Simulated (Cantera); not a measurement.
Charge: 1 mol Si, 2.8 mol Cl₂, 1.1 mol H₂, 0.91 mol HCl, at 1400 °C and 5.20 bar.

Method: chemical equilibrium by Gibbs-energy minimisation in Cantera with the NASA 1993 tables (ideal gas, pure condensed phases). Candidate condensed phases: Si; 19 gas species. The tables' values for SiCl₃ are old estimates; treat these amounts as uncertain. Equilibrium is a limit: real reactors are often held back by kinetics, nucleation or transport.

Problem. What is the equilibrium state?

Solution. 
| Property | Result |
|---|---|
| x(HCl) | 0.680 |
| x(SiCl₄) | 0.233 |
| x(H₂) | 0.0610 |
| x(SiCl₃) | 0.0193 |
| x(SiHCl₃) | 0.00375 |
| x(SiCl₂) | 0.00334 |
| x(Cl) | 0.000107 |
| x(H) | 1.24e-5 |
| x(SiH₂Cl₂) | 1.04e-5 |
| gas amount | 3.860 mol |
| log10 activity of Si(s) (absent) | -3.91 |
